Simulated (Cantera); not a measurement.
## Ignition delay

Mixture: 27.6 % H2, 14.7 % O2, 55.2 % N2, 2.51 % H2O, at 1000000 Pa, adiabatic and at constant volume. Ignition delay is the time to a rise of 400 K.

Computed with Cantera and the H2/O2 subset of GRI-Mech 3.0, which has no nitrogen chemistry. The hydrogen kinetics of GRI-Mech 3.0 are dated; newer H2 mechanisms differ, most at raised pressure.

```json
[
 {"T0 (K)": "1025", "delay (ms)": "5.04"},
 {"T0 (K)": "1075", "delay (ms)": "1.71"},
 {"T0 (K)": "1125", "delay (ms)": "0.595"},
 {"T0 (K)": "1175", "delay (ms)": "0.199"},
 {"T0 (K)": "1225", "delay (ms)": "0.0563"},
 {"T0 (K)": "1275", "delay (ms)": "0.0124"},
 {"T0 (K)": "1325", "delay (ms)": "0.00498"},
 {"T0 (K)": "1375", "delay (ms)": "0.00306"},
 {"T0 (K)": "1425", "delay (ms)": "0.00219"}
]
```

* **apparent activation energy between 1325 and 1425 K**: 130 kJ/mol
